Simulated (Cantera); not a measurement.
## Boron, boron nitride and boron oxide: B₂H₆ + O₂ + N₂

Feed: 1 mol B₂H₆, 1.2 mol O₂, 11 mol N₂, equilibrated at 0.000430 bar.

Method: chemical equilibrium by Gibbs-energy minimisation in Cantera with the NASA 1993 tables (ideal gas, pure condensed phases). Candidate condensed phases: B, BN, B₂O₃, B₃O₃H₃, H₂O; 39 gas species. The feed counts by its element totals alone. N₂ is the only nitrogen source here; it is nearly inert below about 1500 K, so the nitride shown seldom forms there in practice. Mutual solubility and eutectic melting of coexisting phases are not modelled. Kinetics and transport are ignored.

```
T (K)  log p N₂  log p H₂  log p BO  log p B₂O₃  log p H  log p HBO  log p B₂O₂  n BN(s)  n B₂O₃(l)
-----  --------  --------  --------  ----------  -------  ---------  ----------  -------  ---------
1475      -3.49     -4.07     -6.87       -4.89    -6.92      -5.44       -5.92    0.379      0.206
1525      -3.50     -4.08     -6.41       -4.77    -6.67      -5.23       -5.53    0.305          0
1575      -3.50     -4.09     -6.04       -4.83    -6.43      -5.08       -5.28    0.205          0
1625      -3.50     -4.10     -5.72       -4.93    -6.20      -4.96       -5.07   0.0752          0
1675      -3.50     -4.11     -5.47       -5.01    -5.99      -4.90       -5.00        0          0
1725      -3.50     -4.11     -5.29       -5.02    -5.79      -4.90       -5.04        0          0
1775      -3.51     -4.12     -5.12       -5.03    -5.60      -4.91       -5.10        0          0
1825      -3.51     -4.12     -4.98       -5.04    -5.42      -4.92       -5.17        0          0
1875      -3.51     -4.13     -4.86       -5.06    -5.25      -4.95       -5.26        0          0
1925      -3.51     -4.14     -4.75       -5.08    -5.09      -5.00       -5.37        0          0
1975      -3.52     -4.15     -4.67       -5.11    -4.94      -5.05       -5.50        0          0
2025      -3.52     -4.17     -4.60       -5.15    -4.80      -5.12       -5.66        0          0
```
log p: log10 of the partial pressure in bar; n: condensed amount in mol.

At 1475 K the condensed part is BN(s) + B₂O₃(l). From 1525 K to 1625 K the condensed part is BN(s). From 1675 K to 2025 K nothing is condensed. The main B-bearing gas is B₂O₃ at 1475 K and BO at 2025 K.
